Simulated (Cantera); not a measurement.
An adiabatic, constant-pressure homogeneous reactor starts with 17.8 % CH₃OH, 12.7 % O₂, 48.0 % N₂, 21.4 % CO₂, at 1350 K and 27.0 bar.

Computed with Cantera and GRI-Mech 3.0 (53 species, 325 reactions). GRI-Mech 3.0 was tuned for natural gas; its chemistry of methanol as a main component is partial and can be far from experiment. The pressure lies above the range GRI-Mech 3.0 was tuned for (to about 10 atm).

### Question
Predict: time of steepest temperature rise; temperature at 1.00 s; equilibrium temperature; x(O₂) at 1.00 s; x(CO₂) at 1.00 s; x(H₂O₂) at 1.00 s.

### Answer
```
Item                                                                Result
---------------------------------  ---------------------------------------
time of steepest temperature rise                                  72.6 µs
temperature at 1.00 s                                               2190 K
equilibrium temperature                                             2190 K
x(O₂) at 1.00 s                    8.26e-7 (gas-phase equilibrium 8.26e-7)
x(CO₂) at 1.00 s                       0.145 (gas-phase equilibrium 0.145)
x(H₂O₂) at 1.00 s                  3.69e-9 (gas-phase equilibrium 3.69e-9)
```
